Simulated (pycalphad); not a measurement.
All values are pycalphad results on the COST 507 light-alloy database (1999) (1 atm), not direct measurements. The data set is of 1999 and partly superseded. Phase fractions are per mole of atoms.

Task: Give the equilibrium state of Mg-0.2878Al-2.016Si (wt.%) at 377 °C.

Result: HCP_A3, fraction 0.948, with 0.30 Al, <0.01 Si wt.%; MG2SI, fraction 0.052, with no Al, 36.6 Si wt.%.

Task: Give the equilibrium state of Mg-0.2878Al-2.016Si (wt.%) at 652 °C.

Result: 
```
T = 925.00 K, P = 101325 Pa, N = 1 mol of atoms
G = -42471 J/mol, H = 25745 J/mol, S = 73.75 J/(mol K)  (SER reference)
chemical potentials (J/mol): Mg -41654, Al -84507, Si -81933
phase             fraction      x(Mg)      x(Al)      x(Si)
LIQUID              0.9920     0.9824     0.0026     0.0150
MG2SI               0.0080     0.6667       none     0.3333
```

Database names, with the compositions (at.%) that they take in these runs: MG2SI: Mg 67 Si 33. HCP_A3 is hcp. An entry "none" or "no" means that the model of the phase leaves that element out.
